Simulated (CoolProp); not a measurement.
CF4 (R14) along the isobar 3090 kPa: fugacity coefficient from the reference equation and from simpler models built on Tc = -45.8 °C, pc = 3762 kPa, ω = 0.178; each cubic takes its own stable root.

Computed with CoolProp (reference Helmholtz-energy equation of state, Platzer 1990). This equation is an older, rougher fit; its heat capacities, sound speeds and derivatives of the liquid may be far off and weren't checked against measurements.

```
T (°C)    phase  reference  Redlich-Kwong  Peng-Robinson
-------  ------  ---------  -------------  -------------
-125.85  liquid    0.04200        0.05817        0.04170
-102.75  liquid     0.1472         0.1828         0.1453
-79.75   liquid     0.3499         0.3943            ___
-56.75   liquid     0.6378         0.6597         0.6236
-33.75      gas     0.7725            ___         0.7519
-10.65      gas     0.8325         0.8253         0.8148
12.35       gas        ___         0.8651         0.8595
35.35       gas        ___         0.8945         0.8927
58.45       gas        ___         0.9167         0.9179
81.45       gas     0.9470         0.9338         0.9372
104.45      gas     0.9614         0.9472         0.9522
127.45      gas        ___         0.9578         0.9641
```

**Question.** Fill in the missing entries.

**Answer.** 
- -79.75, Peng-Robinson: 0.3450
- -33.75, Redlich-Kwong: 0.7689
- 12.35, reference: 0.8743
- 35.35, reference: 0.9052
- 58.45, reference: 0.9288
- 127.45, reference: 0.9729
